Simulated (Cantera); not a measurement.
Input (Python, Cantera):

```python
import numpy as np
import cantera as ct

gas = ct.Solution("gri30.yaml")
gas.TPX = 1025, 2666, {'H2': 0.011, 'O2': 4.4}
inlet = ct.Reservoir(gas, clone=True)

reactor = ct.IdealGasConstPressureReactor(gas, energy="off", clone=False)
exhaust = ct.Reservoir(gas, clone=True)
tau = [23, 9.3, 3.7, 1.5, 0.59, 0.24, 0.095, 0.038, 0.015, 0.006, 0.0024][0]
for a, b in ((inlet, reactor), (reactor, exhaust)):
    ct.MassFlowController(a, b, mdot=lambda t: reactor.mass / tau)
net = ct.ReactorNet([reactor])
show = ['H2', 'O2', 'HO2', 'H2O', 'H']

rows = []
print(f"{'tau/s':>10s}{'T/K':>9s}" + "".join(f"{s:>11s}" for s in show))
for tau in [23, 9.3, 3.7, 1.5, 0.59, 0.24, 0.095, 0.038, 0.015, 0.006, 0.0024]:
    net.initial_time = 0.0
    net.advance(30 * tau)
    before = gas.X
    net.advance(40 * tau)
    drift = np.max(np.abs(gas.X - before) / (gas.X + 1e-9))
    rows.append([gas.T, *gas[show].X, drift])
    print(f"{tau:10.3e}{gas.T:9.1f}" + "".join(f"{x:11.3e}" for x in gas[show].X))
```

Result:

```
     tau/s      T/K         H2         O2        HO2        H2O          H
 2.300e+01   1025.0  1.076e-05  9.975e-01  1.497e-07  2.478e-03  1.360e-07
 9.300e+00   1025.0  1.770e-05  9.974e-01  2.204e-07  2.468e-03  3.308e-07
 3.700e+00   1025.0  2.909e-05  9.974e-01  3.247e-07  2.451e-03  8.087e-07
 1.500e+00   1025.0  4.715e-05  9.973e-01  4.726e-07  2.425e-03  1.907e-06
 5.900e-01   1025.0  7.796e-05  9.972e-01  6.919e-07  2.382e-03  4.490e-06
 2.400e-01   1025.0  1.280e-04  9.970e-01  9.867e-07  2.314e-03  9.800e-06
 9.500e-02   1025.0  2.175e-04  9.967e-01  1.387e-06  2.197e-03  2.034e-05
 3.800e-02   1025.0  3.759e-04  9.965e-01  1.860e-06  2.002e-03  3.719e-05
 1.500e-02   1025.0  6.699e-04  9.964e-01  2.321e-06  1.668e-03  5.586e-05
 6.000e-03   1025.0  1.196e-03  9.965e-01  2.513e-06  1.131e-03  5.631e-05
 2.400e-03   1025.0  2.077e-03  9.971e-01  1.803e-06  3.372e-04  1.708e-05
```

Cantera simulation using GRI-Mech 3.0 (53 species, 325 reactions); the numbers are that mechanism's predictions, not measurements. Radical loss at walls, strong at low pressure, is not modelled.
